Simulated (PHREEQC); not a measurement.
Dissolve 50 mmol/kgw KHCO3 and 47 mmol/kgw KOH at 25 °C. Closed to the air; pH follows from the charge balance.

All values are PHREEQC results (ion-association model, wateq4f.dat), not measurements.

Each row changes one thing in this solution. Precipitation was switched off in this run.

```
case                                              pH  ionic strength (mol/kgw)
---------------------------------------------  -----  ------------------------
as made                                        11.00                     0.143
KOH left out                                    8.17                    0.0506
KHCO3 replaced by K2SO4 at the same molality   12.53                     0.175
KOH from 0.047 to 0.0423 mol/kgw               10.69                     0.134
temperature from 25 to 55 °C                   10.60                (withheld)
KHCO3 replaced by NaHCO3 at the same molality  10.94                (withheld)
temperature from 25 to 50 °C                   10.66                     0.141
```

Some entries are withheld; supply them.


- temperature from 25 to 55 °C, ionic strength (mol/kgw): 0.140
- KHCO3 replaced by NaHCO3 at the same molality, ionic strength (mol/kgw): 0.123

Complexes and solids missing from the database can't appear. At this temperature some constants are extrapolated from 25 °C, and those without enthalpy data are left unchanged.
